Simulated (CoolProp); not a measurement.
Ethylene along the isotherm 37.65 °C: density (kg/m³) from the reference equation and from simpler models built on Tc = 9.2 °C, pc = 5.042 MPa, ω = 0.087; each cubic takes its own stable root.

The numbers come from the reference Helmholtz-energy equation of state, Smukala 2000 in CoolProp.

```json
[
 {"p (MPa)": "5.6", "phase": "supercritical", "reference": "(withheld)", "van der Waals": "94.66", "Soave-Redlich-Kwong": "92.20", "Peng-Robinson": "(withheld)"},
 {"p (MPa)": "11.2", "phase": "supercritical", "reference": "301.5", "van der Waals": "249.8", "Soave-Redlich-Kwong": "267.7", "Peng-Robinson": "(withheld)"},
 {"p (MPa)": "16.8", "phase": "supercritical", "reference": "(withheld)", "van der Waals": "285.7", "Soave-Redlich-Kwong": "331.5", "Peng-Robinson": "364.7"},
 {"p (MPa)": "22.4", "phase": "supercritical", "reference": "390.1", "van der Waals": "306.2", "Soave-Redlich-Kwong": "367.2", "Peng-Robinson": "405.4"},
 {"p (MPa)": "28", "phase": "supercritical", "reference": "(withheld)", "van der Waals": "320.7", "Soave-Redlich-Kwong": "(withheld)", "Peng-Robinson": "434.0"},
 {"p (MPa)": "33.6", "phase": "supercritical", "reference": "426.7", "van der Waals": "331.8", "Soave-Redlich-Kwong": "412.0", "Peng-Robinson": "456.1"},
 {"p (MPa)": "39.2", "phase": "supercritical", "reference": "439.8", "van der Waals": "340.9", "Soave-Redlich-Kwong": "428.0", "Peng-Robinson": "474.0"},
 {"p (MPa)": "44.8", "phase": "supercritical", "reference": "451.0", "van der Waals": "348.6", "Soave-Redlich-Kwong": "441.5", "Peng-Robinson": "(withheld)"},
 {"p (MPa)": "50.4", "phase": "supercritical", "reference": "460.9", "van der Waals": "(withheld)", "Soave-Redlich-Kwong": "453.1", "Peng-Robinson": "502.1"}
]
```

**Question.** Fill in the missing entries.

**Answer.** 
- 5.6, reference: 93.17
- 5.6, Peng-Robinson: 96.61
- 11.2, Peng-Robinson: 291.3
- 16.8, reference: 360.3
- 28, reference: 410.7
- 28, Soave-Redlich-Kwong: 392.4
- 44.8, Peng-Robinson: 489.1
- 50.4, van der Waals: 355.1
